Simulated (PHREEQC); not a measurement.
A solution holds 5.9 mmol/kgw HBr, 40 mmol/kgw AlCl3 and 0.052 mmol/kgw KCl, at 50 °C. Closed to the air; pH follows from the charge balance.

Equilibrium calculation in PHREEQC: ion-association model, wateq4f.dat.

```
Quantity                 Result
----------------  -------------
pH                         2.32
ionic strength    0.246 mol/kgw
total alkalinity   -5.90 meq/kg
```

```
species   molality  activity   log γ
--------  --------  --------  ------
Cl-          0.120    0.0822  -0.164
Al+3        0.0398   0.00437  -0.960
H+         0.00606   0.00474  -0.107
Br-        0.00590   0.00430  -0.138
AlOH+2    0.000156   4.28e-5  -0.561
K+         5.20e-5   3.56e-5  -0.164
Al(OH)2+   6.41e-7   4.64e-7  -0.140
```

No solid was allowed to form. At this temperature some constants are extrapolated from 25 °C, and those without enthalpy data are left unchanged.
